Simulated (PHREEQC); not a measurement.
Solution (25 °C): 0.038 mol NH4HF2, 6.8e-05 mol H2SiF6, 0.011 mol HBF4 and 0.14 mol HCl per kg of water. Closed to the air; pH follows from the charge balance.

Computed with PHREEQC (ion-association model, wateq4f.dat).

Precipitation was switched off in this run.

**Question.** Order these F species by the share of F that they hold, largest first: SiF6-2, H2F2, F-, HF, BF4-.

**Answer.** HF (48 %), BF4- (36 %), H2F2 (15 %), F- (0.49 %), SiF6-2 (0.34 %)

The pH is 1.04 and the ionic strength 0.152 mol/kgw. Complexes and solids missing from the database can't appear. wateq4f.dat counts part of the HF as a dimer, H2F2, which phreeqc.dat doesn't know; its constant is uncertain. SiF6-2 is the database's only silicon fluoride. Real BF4- forms and hydrolyses slowly; the run takes it at equilibrium.
